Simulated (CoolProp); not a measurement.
Saturation properties of hexamethyldisiloxane (MM).

Values from CoolProp's reference Helmholtz-energy equation of state, Thol 2016.

| T (K) | p (bar) | liquid density (kg/m³) | vapour density (kg/m³) | enthalpy of vaporisation (kJ/kg) | liquid cp (kJ/(kg K)) |
|---|---|---|---|---|---|
| 277.2 | 0.01742 | 781.4 | 0.1231 | 238.3 | 1.848 |
| 301.6 | 0.06626 | 755.9 | 0.4329 | 227.3 | 1.909 |
| 326.1 | 0.1982 | 729.5 | 1.211 | 216.1 | 1.975 |
| 350.6 | 0.4916 | 702.0 | 2.847 | 204.4 | 2.046 |
| 375.1 | 1.056 | 673.1 | 5.884 | 192.0 | 2.120 |
| 399.5 | 2.025 | 642.3 | 11.04 | 178.4 | 2.200 |
| 424 | 3.570 | 608.3 | 19.45 | 163.0 | 2.289 |
| 448.5 | 5.878 | 569.8 | 32.89 | 144.9 | 2.398 |

It boils at 373.7 K under 1 atm.
